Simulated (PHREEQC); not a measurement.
Dissolve 0.026 mol NiSO4, 0.15 mol CuCl2 and 0.0001 mol NaH2PO4 per kg of water at 20 °C. Closed to the air; pH follows from the charge balance.

Equilibrium calculation in PHREEQC: ion-association model, wateq4f.dat.

| quantity | before | after |
|---|---|---|
| pH | 4.30 | 3.90 |
| ionic strength (mol/kgw) | 0.444 | 0.343 |
| Cl- (mol/kgw) | 0.274 | 0.219 |
| CuCl+ (mol/kgw) | 0.0176 | 0.0670 |
| SI of Tenorite (CuO) | -0.72 | -0.12 |
| SI of Chalcanthite (CuSO4:5H2O) | -1.50 | -1.88 |

Problem. What was changed between the two runs?
(A) NaH2PO4 left out
(B) NiSO4 from 0.026 to 0.0026 mol/kgw
(C) NaH2PO4 from 0.0001 to 5e-05 mol/kgw
(D) temperature from 20 to 70 °C

Solution. D, temperature from 20 to 70 °C

This is a speciation only: nothing precipitates in the calculation. Some of these states are supersaturated (in Atacamite, Antlerite, for instance). H3PO4, which wateq4f.dat lacks, is added to it with the constant of phreeqc.dat. Away from 25 °C the constants follow the database's enthalpies or fits; those with neither stay at their 25 °C values. The database has no phosphate complexes of Cu, Ni.
